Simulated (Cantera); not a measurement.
Mixture: CH4 : O2 : N2 : H2O = 1 : 1.54 : 6 : 0.24 (molar parts), equivalence ratio 1.3, at 3.30 bar, adiabatic and at constant volume. Ignition delay is the time to a rise of 400 K.

Model: GRI-Mech 3.0 (53 species, 325 reactions), integrated in Cantera.

What does this change do: 0.87 parts H2 added?


| quantity | before | after |
|---|---|---|
| delay at 1300 K | 5.07 ms | 0.244 ms |
| delay at 1450 K | 0.916 ms | 89.5 µs |
| delay at 1600 K | 0.203 ms | 37.2 µs |
| delay at 1750 K | 57.2 µs | 17.4 µs |
| apparent activation energy between 1675 and 1825 K | 190 kJ/mol | 120 kJ/mol |

What does this change do: pressure from 3.30 bar to 4.10 bar?


```
quantity                                                before       after
--------------------------------------------------  ----------  ----------
delay at 1300 K                                        5.07 ms     4.12 ms
delay at 1450 K                                       0.916 ms    0.765 ms
delay at 1600 K                                       0.203 ms    0.171 ms
delay at 1750 K                                        57.2 µs     48.1 µs
apparent activation energy between 1675 and 1825 K  190 kJ/mol  190 kJ/mol
```
